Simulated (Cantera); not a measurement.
A perfectly stirred reactor is fed with CO : O₂ : H₂O : N₂ = 0.0013 : 0.011 : 0.00011 : 1 (molar parts), equivalence ratio 0.059, at 7.80 bar; it is held at 1425 K, and followed from long to short residence time.

Detailed kinetics in Cantera: GRI-Mech 3.0 (53 species, 325 reactions).

x: mole fraction; the columns are a selection and need not sum to one.

```csv
τ (s),x CO,x O₂,x H₂O,x NO,x O,x NO₂,x H₂
1.7,___,0.0102,0.000108,2.69e-6,1.40e-6,1.19e-7,9.57e-9
0.63,___,0.0102,0.000108,2.73e-6,2.40e-6,1.45e-7,1.82e-8
0.23,___,0.0103,0.000107,2.66e-6,4.16e-6,1.57e-7,3.57e-8
0.086,___,0.0103,0.000107,2.33e-6,6.99e-6,1.43e-7,6.82e-8
0.032,___,0.0104,0.000107,1.67e-6,1.12e-5,1.01e-7,1.22e-7
0.012,___,0.0105,0.000106,8.69e-7,1.64e-5,5.07e-8,1.92e-7
0.0043,___,0.0107,0.000106,2.69e-7,2.05e-5,1.51e-8,2.48e-7
0.0016,___,0.0108,0.000106,4.47e-8,1.96e-5,2.42e-9,2.27e-7
```

Q: Some entries are withheld; supply them.

A: 
- 1.7, x CO: 1.99e-5
- 0.63, x CO: 4.28e-5
- 0.23, x CO: 9.25e-5
- 0.086, x CO: 0.000189
- 0.032, x CO: 0.000362
- 0.012, x CO: 0.000615
- 0.0043, x CO: 0.000909
- 0.0016, x CO: 0.00113
